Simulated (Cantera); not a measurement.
Cantera run, input and output.

```python
import numpy as np
import cantera as ct

gas = ct.Solution("gri30.yaml")
gas.TPX = 1150, 980000, {'CO': 0.028, 'O2': 0.057, 'H2O': 0.031, 'N2': 1}
reactor = ct.IdealGasConstPressureReactor(gas, energy="off", clone=False)
net = ct.ReactorNet([reactor])
net.rtol, net.atol = 1e-08, 1e-18
show = ['CO', 'O2', 'H2O', 'CO2', 'H', 'OH', 'O']
times = np.geomspace(0.0001, 3, 15)

steps = ct.SolutionArray(gas, extra=["t"])
rows = []
print(f"{'t/s':>10s}{'T/K':>9s}{'P/Pa':>11s}" + "".join(f"{s:>11s}" for s in show))
for t in times:
    while net.time < t:
        t_next = net.step()
        steps.append(gas.state, t=t_next)
    rows.append([np.interp(t, steps.t, y) for y in (steps.T, steps.P, *steps(*show).X.T)])
    print(f"{t:10.3e}{rows[-1][0]:9.1f}{rows[-1][1]:11.4g}" + "".join(f"{x:11.3e}" for x in rows[-1][2:]))
rate = np.gradient(steps.T, steps.t)
print("integrator steps:", len(steps.t))
if steps.T.max() > steps.T[0] + 200:
    print(f"time of steepest temperature rise: {steps.t[rate.argmax()]:.4e} s")
gas.TPX = 1150, 980000, {'CO': 0.028, 'O2': 0.057, 'H2O': 0.031, 'N2': 1}
gas.equilibrate("TP")
print(f"equilibrium (TP): T = {gas.T:.1f} K  " + "  ".join(f"{s} {gas[s].X[0]:.3e}" for s in show))
```

It prints:

```
       t/s      T/K       P/Pa         CO         O2        H2O        CO2          H         OH          O
 1.000e-04   1150.0    9.8e+05  2.509e-02  5.108e-02  2.778e-02  1.326e-07  4.128e-10  2.239e-09  1.097e-08
 2.088e-04   1150.0    9.8e+05  2.509e-02  5.107e-02  2.778e-02  5.862e-07  1.056e-09  5.700e-09  2.006e-08
 4.361e-04   1150.0    9.8e+05  2.509e-02  5.107e-02  2.778e-02  3.823e-06  4.438e-09  2.395e-08  6.619e-08
 9.107e-04   1150.0    9.8e+05  2.504e-02  5.105e-02  2.777e-02  5.265e-05  4.119e-08  2.255e-07  4.890e-07
 1.902e-03   1150.0    9.8e+05  2.446e-02  5.076e-02  2.777e-02  6.329e-04  1.504e-07  8.605e-07  1.321e-06
 3.972e-03   1150.0    9.8e+05  2.282e-02  4.998e-02  2.777e-02  2.298e-03  1.533e-07  9.207e-07  1.310e-06
 8.294e-03   1150.0    9.8e+05  1.975e-02  4.852e-02  2.780e-02  5.403e-03  1.351e-07  9.021e-07  1.160e-06
 1.732e-02   1150.0    9.8e+05  1.487e-02  4.617e-02  2.787e-02  1.035e-02  1.003e-07  8.400e-07  8.987e-07
 3.617e-02   1150.0    9.8e+05  8.877e-03  4.329e-02  2.797e-02  1.642e-02  5.483e-08  7.141e-07  5.451e-07
 7.554e-02   1150.0    9.8e+05  3.917e-03  4.090e-02  2.806e-02  2.144e-02  1.911e-08  5.198e-07  2.245e-07
 1.577e-01   1150.0    9.8e+05  1.337e-03  3.966e-02  2.811e-02  2.405e-02  4.286e-09  3.127e-07  5.986e-08
 3.294e-01   1150.0    9.8e+05  3.924e-04  3.921e-02  2.812e-02  2.501e-02  8.086e-10  1.753e-07  1.267e-08
 6.879e-01   1150.0    9.8e+05  9.375e-05  3.906e-02  2.813e-02  2.531e-02  1.521e-10  1.106e-07  2.562e-09
 1.437e+00   1150.0    9.8e+05  1.229e-05  3.903e-02  2.813e-02  2.540e-02  2.132e-11  9.174e-08  4.165e-10
 3.000e+00   1150.0    9.8e+05  2.294e-08  3.902e-02  2.813e-02  2.541e-02  4.244e-13  2.806e-07  4.963e-10
integrator steps: 1386
equilibrium (TP): T = 1150.0 K  CO 2.113e-10  O2 3.899e-02  H2O 2.813e-02  CO2 2.541e-02  H 3.366e-13  OH 2.908e-07  O 5.277e-10
```

Cantera simulation using GRI-Mech 3.0 (53 species, 325 reactions); the numbers are that mechanism's predictions, not measurements.
